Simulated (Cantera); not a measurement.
Input: 1 mol Si, a varied amount of HCl, 31 mol N2, at 9.60 mbar.

Cantera equilibrium calculation (NASA polynomials, part measured and part estimated; ideal gas, pure solids and liquids). Candidate condensed phases: NH4Cl, Si, Si3N4; 28 gas species. N2 is the only nitrogen source here; it is nearly inert below about 1500 K, so the nitride shown seldom forms there in practice. The tables' values for SiCl3 are old estimates. The numbers say what is thermodynamically allowed, not how fast it happens.

Stable condensed phases, one row left out:

```
T in K \ n(HCl) in mol
           3 3.5 4.2 4.9 5.8 6.8   8 9.5  11  13  16  18  22
   1048    A   A   A   A   A   A   A   A   A   B   B   B   B
   1023    A   A   A   A   A   A   A   A   B   B   B   B   B
    998    A   A   A   A   A   A   A   A   B   B   B   B   B
    973    A   A   A   A   A   A   A   A   B   B   B   B   B
    948    A   A   A   A   A   A   A   A   B   B   B   B   B
    923    A   A   A   A   A   A   A   A   B   B   B   B   B
    898    A   A   A   A   A   A   A   A   B   B   B   B   B
    873    A   A   A   A   A   A   A   A   B   B   B   B   B
    848    A   A   A   A   A   A   A   A   B   B   B   B   B
    798    A   A   A   A   A   A   A   B   B   B   B   B   B
    773    A   A   A   A   A   A   A   B   B   B   B   B   B
    748    A   A   A   A   A   A   A   B   B   B   B   B   B
    723    A   A   A   A   A   A   A   B   B   B   B   B   B
```

A: Si3N4; B: gas only.

**Question.** Give the row for 823 K.

**Answer.** 3: Si3N4; 3.5: Si3N4; 4.2: Si3N4; 4.9: Si3N4; 5.8: Si3N4; 6.8: Si3N4; 8: Si3N4; 9.5: gas only; 11: gas only; 13: gas only; 16: gas only; 18: gas only; 22: gas only.
